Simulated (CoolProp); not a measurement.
Values from CoolProp's reference Helmholtz-energy equation of state, Zhou 2014.

Question: For cyclohexane, give the phase and the density (kg/m³), isothermal compressibility (1/MPa) at 480 K and 1850 kPa; 480 K and 11100 kPa; 480 K and 16700 kPa.

Answer: 
- 480 K and 1850 kPa: liquid; density 568, isothermal compressibility 0.0104
- 480 K and 11100 kPa: liquid; density 607, isothermal compressibility 0.00509
- 480 K and 16700 kPa: liquid; density 622, isothermal compressibility 0.00398
